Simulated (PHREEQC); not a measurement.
0.069 g of hydrous ferric oxide (600 m²/g; 0.2 weak and 0.005 strong sites per Fe, Dzombak-Morel constants, diffuse double layer) in 1 kg of water with 0.01 mol/kgw of an inert sodium salt and 0.00024 mmol/kgw ZnCl2, at 25 °C; the pH is set by adding NaOH or the inert anion's acid. Oxygen alone is held at its pressure in air (log pO2 = -0.68). The system is closed to CO2. Precipitation was switched off in this run.

Base run: PHREEQC, ion-association model, wateq4f.dat. Each further column changes one thing. The table gives surface charge σ (C/m²).

| pH | base | background salt from 0.01 to 0.001 mol/kgw | oxide from 0.069 to 0.35 g/kgw | 0.00032 mol/kgw CuSO4 added |
|---|---|---|---|---|
| 3 | 0.324 | 0.253 | 0.325 | 0.042 |
| 4 | 0.216 | 0.118 | 0.217 | 0.039 |
| 5 | 0.113 | 0.050 | 0.114 | 0.037 |
| 6 | 0.050 | 0.019 | 0.050 | 0.046 |
| 7 | 0.017 | 0.006 | 0.017 | 0.057 |
| 8 | 0.001 | 0.000 | 0.001 | 0.038 |
| 9 | -0.013 | -0.004 | -0.013 | 0.013 |
| 10 | -0.040 | -0.015 | -0.040 | -0.003 |
| 11 | -0.099 | -0.054 | -0.099 | -0.023 |

The oxide is taken as insoluble; below pH 4 it would dissolve. In at least one series the solution becomes supersaturated in solids that the run did not let form, among them Cu(OH)2, Brochantite, Antlerite. The database's constant for dissolved Cu(OH)2 is higher than later reviews accept.
